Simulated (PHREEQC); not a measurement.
**Arsenic or selenium liquor (model solution)**

Dissolve 0.03 mol/kgw Na2HAsO4 and 0.00091 mol/kgw NH3 at 21 °C. Closed to the air; pH follows from the charge balance.

Model: ion-association model, wateq4f.dat, run in PHREEQC.

Precipitation was switched off in this run.

Question: Predict the pH, ionic strength.

Answer: pH 9.43; ionic strength 0.0915 mol/kgw.

Question: In which forms is N present?

Answer: NH4+ 52 %, NH3 48 % of the N.

Species that the database lacks are ignored.
